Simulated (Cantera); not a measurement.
An isothermal, constant-pressure homogeneous reactor starts with CO : O2 : H2O : N2 = 0.006 : 0.085 : 0.00053 : 1 (molar parts), equivalence ratio 0.035, at 1325 K and 563 Torr. Integrator tolerance rtol = 1e-08.

Model: GRI-Mech 3.0 (53 species, 325 reactions), integrated in Cantera.

Question: What does this change do: pressure from 563 Torr to 7430 Torr?

Answer: 
```
quantity                                            before                                      after
---------------  -----------------------------------------  -----------------------------------------
x(CO) at 100 s     5.83e-9 (gas-phase equilibrium 5.84e-9)    1.61e-9 (gas-phase equilibrium 1.61e-9)
x(O2) at 100 s       0.0753 (gas-phase equilibrium 0.0752)      0.0753 (gas-phase equilibrium 0.0752)
x(H2O) at 100 s  0.000486 (gas-phase equilibrium 0.000486)  0.000487 (gas-phase equilibrium 0.000487)
x(N2O) at 100 s    1.85e-8 (gas-phase equilibrium 1.85e-8)    6.72e-8 (gas-phase equilibrium 6.71e-8)
x(O) at 100 s      8.78e-8 (gas-phase equilibrium 8.78e-8)    2.42e-8 (gas-phase equilibrium 2.42e-8)
x(CO2) at 100 s    0.00551 (gas-phase equilibrium 0.00551)    0.00551 (gas-phase equilibrium 0.00551)
x(NO) at 100 s    9.81e-7 (gas-phase equilibrium 0.000302)   1.46e-6 (gas-phase equilibrium 0.000302)
```

Question: What does this change do: temperature 1325 to 925 K?

Answer: 
```csv
quantity,before,after
x(CO) at 100 s,5.83e-9 (gas-phase equilibrium 5.84e-9),0.00220 (gas-phase equilibrium <1e-12)
x(O2) at 100 s,0.0753 (gas-phase equilibrium 0.0752),0.0763 (gas-phase equilibrium 0.0753)
x(H2O) at 100 s,0.000486 (gas-phase equilibrium 0.000486),0.000486 (gas-phase equilibrium 0.000487)
x(N2O) at 100 s,1.85e-8 (gas-phase equilibrium 1.85e-8),1.93e-7 (gas-phase equilibrium 6.97e-10)
x(O) at 100 s,8.78e-8 (gas-phase equilibrium 8.78e-8),4.39e-8 (gas-phase equilibrium 4.27e-12)
x(CO2) at 100 s,0.00551 (gas-phase equilibrium 0.00551),0.00330 (gas-phase equilibrium 0.00551)
x(NO) at 100 s,9.81e-7 (gas-phase equilibrium 0.000302),1.78e-10 (gas-phase equilibrium 8.34e-6)
```

Question: What does this change do: pressure from 563 Torr to 3450 Torr?

Answer: 
| quantity | before | after |
|---|---|---|
| x(CO) at 100 s | 5.83e-9 (gas-phase equilibrium 5.84e-9) | 2.36e-9 (gas-phase equilibrium 2.36e-9) |
| x(O2) at 100 s | 0.0753 (gas-phase equilibrium 0.0752) | 0.0753 (gas-phase equilibrium 0.0752) |
| x(H2O) at 100 s | 0.000486 (gas-phase equilibrium 0.000486) | 0.000487 (gas-phase equilibrium 0.000487) |
| x(N2O) at 100 s | 1.85e-8 (gas-phase equilibrium 1.85e-8) | 4.58e-8 (gas-phase equilibrium 4.58e-8) |
| x(O) at 100 s | 8.78e-8 (gas-phase equilibrium 8.78e-8) | 3.55e-8 (gas-phase equilibrium 3.54e-8) |
| x(CO2) at 100 s | 0.00551 (gas-phase equilibrium 0.00551) | 0.00551 (gas-phase equilibrium 0.00551) |
| x(NO) at 100 s | 9.81e-7 (gas-phase equilibrium 0.000302) | 1.41e-6 (gas-phase equilibrium 0.000302) |
